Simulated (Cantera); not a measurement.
Cantera with NASA thermochemical tables; ideal gases at 1 bar, condensed phases pure. Values are per mole of reaction as written; species without (g) are pure solids or liquids, kept so even where they would boil at 1 bar.

10 N2(g) + P4O10(g) ⇌ 10 N2O(g) + 2 P2(g), with ΔH° = 4007.4 kJ and ΔS° = 316.1 J/K at 300 K.

How far is the shortcut ΔG° ≈ ΔH°(300 K) − T·ΔS°(300 K) from the full temperature-dependent value at 1050, 1100, 1150, 1200, 1250, 1300, 1350, 1400, 1450, 1500 K?


```csv
T (K),shortcut (kJ),full (kJ),difference (kJ),difference in log10 K
1050,3675.5,3687.9,-12.5,0.62
1100,3659.7,3673.3,-13.7,0.65
1150,3643.9,3658.7,-14.8,0.67
1200,3628.0,3644.1,-16.1,0.70
1250,3612.2,3629.5,-17.3,0.72
1300,3596.4,3615.0,-18.5,0.74
1350,3580.6,3600.4,-19.8,0.76
1400,3564.8,3585.8,-21.0,0.78
1450,3549.0,3571.3,-22.3,0.80
1500,3533.2,3556.8,-23.6,0.82
```
The shortcut ignores the heat-capacity change of the reaction.
